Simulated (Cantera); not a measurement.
## SiCl₄ + C₂H₂ + H₂ (silicon carbide growth)

A closed system holds: 1 mol SiCl₄, a varied amount of C₂H₂, 2.6 mol H₂, equilibrated at 900 K and 0.133 bar.

Equilibrium computed with Cantera from the NASA thermochemical tables; the gas is ideal and each condensed phase is pure. Candidate condensed phases: C, C₆H₆, C₇H₈, C₈H₁₈, Si, SiC; 109 gas species. The tables' values for SiCl₃ are old estimates; treat these amounts as uncertain. Kinetics and transport are ignored.

| n(C₂H₂) (mol) | x H₂ | x SiCl₄ | x HCl | x CH₄ | x SiHCl₃ | n SiC(s) | n C(graphite) |
|---|---|---|---|---|---|---|---|
| 0.024 | 0.683 | 0.254 | 0.0485 | 0.00363 | 0.0102 | 0.0348 | 0 |
| 0.041 | 0.670 | 0.252 | 0.0611 | 0.00917 | 0.00786 | 0.0485 | 0 |
| 0.068 | 0.654 | 0.250 | 0.0719 | 0.0178 | 0.00646 | 0.0598 | 0.0111 |
| 0.11 | 0.657 | 0.247 | 0.0719 | 0.0179 | 0.00641 | 0.0605 | 0.0931 |
| 0.19 | 0.662 | 0.242 | 0.0717 | 0.0182 | 0.00633 | 0.0617 | 0.249 |
| 0.31 | 0.670 | 0.234 | 0.0716 | 0.0187 | 0.00621 | 0.0636 | 0.484 |
| 0.52 | 0.682 | 0.221 | 0.0712 | 0.0194 | 0.00601 | 0.0669 | 0.894 |
| 0.88 | 0.701 | 0.202 | 0.0706 | 0.0204 | 0.00570 | 0.0723 | 1.60 |
| 1.5 | 0.727 | 0.176 | 0.0695 | 0.0220 | 0.00523 | 0.0813 | 2.81 |
x: gas mole fraction; n: condensed amount in mol.

From 0.024 mol C₂H₂ to 0.041 mol C₂H₂ the condensed part is SiC(s). From 0.068 mol C₂H₂ to 1.5 mol C₂H₂ the condensed part is C(graphite) + SiC(s). The main Si-bearing gas is SiCl₄ throughout. The share of Si in condensed phases is highest at 1.5 mol C₂H₂ (8.1 %) and lowest at 0.024 mol C₂H₂ (3.5 %).
